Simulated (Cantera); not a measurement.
An adiabatic, constant-volume homogeneous reactor starts with CH4 : C2H6 : O2 : N2 = 1 : 0.054 : 1.04 : 8.76 (molar parts), equivalence ratio 2.1, at 1298 K and 3.06 atm. Integrator tolerance rtol = 1e-08.

Model: GRI-Mech 3.0 (53 species, 325 reactions), integrated in Cantera.

### Question
What does this change do: O2 1.04 to 2.3 parts?

### Answer
| quantity | before | after |
|---|---|---|
| time of steepest temperature rise | 4.66 ms | 1.50 ms |
| temperature at 0.200 s | 2150 K | 2917 K |
| equilibrium temperature | 2150 K | 2917 K |
| x(CH4) at 0.200 s | 8.37e-10 (gas-phase equilibrium 9.50e-10) | <1e-12 (gas-phase equilibrium <1e-12) |
| x(C2H6) at 0.200 s | <1e-12 (gas-phase equilibrium <1e-12) | <1e-12 (gas-phase equilibrium <1e-12) |
| x(O2) at 0.200 s | 5.07e-8 (gas-phase equilibrium 5.07e-8) | 0.0205 (gas-phase equilibrium 0.0205) |
| x(CH3) at 0.200 s | 8.66e-11 (gas-phase equilibrium 9.82e-11) | <1e-12 (gas-phase equilibrium <1e-12) |
| x(C2H) at 0.200 s | <1e-12 (gas-phase equilibrium <1e-12) | <1e-12 (gas-phase equilibrium <1e-12) |
| x(H2O2) at 0.200 s | 1.11e-10 (gas-phase equilibrium 1.11e-10) | 8.65e-7 (gas-phase equilibrium 8.65e-7) |

### Question
What does this change do: pressure from 3.06 atm to 0.987 atm?

### Answer
```json
[
 {"quantity": "time of steepest temperature rise", "before": "4.66 ms", "after": "11.1 ms"},
 {"quantity": "temperature at 0.200 s", "before": "2150 K", "after": "2146 K"},
 {"quantity": "equilibrium temperature", "before": "2150 K", "after": "2146 K"},
 {"quantity": "x(CH4) at 0.200 s", "before": "8.37e-10 (gas-phase equilibrium 9.50e-10)", "after": "8.91e-11 (gas-phase equilibrium 1.00e-10)"},
 {"quantity": "x(C2H6) at 0.200 s", "before": "<1e-12 (gas-phase equilibrium <1e-12)", "after": "<1e-12 (gas-phase equilibrium <1e-12)"},
 {"quantity": "x(O2) at 0.200 s", "before": "5.07e-8 (gas-phase equilibrium 5.07e-8)", "after": "1.50e-7 (gas-phase equilibrium 1.50e-7)"},
 {"quantity": "x(CH3) at 0.200 s", "before": "8.66e-11 (gas-phase equilibrium 9.82e-11)", "after": "1.59e-11 (gas-phase equilibrium 1.79e-11)"},
 {"quantity": "x(C2H) at 0.200 s", "before": "<1e-12 (gas-phase equilibrium <1e-12)", "after": "<1e-12 (gas-phase equilibrium <1e-12)"},
 {"quantity": "x(H2O2) at 0.200 s", "before": "1.11e-10 (gas-phase equilibrium 1.11e-10)", "after": "1.08e-10 (gas-phase equilibrium 1.08e-10)"}
]
```
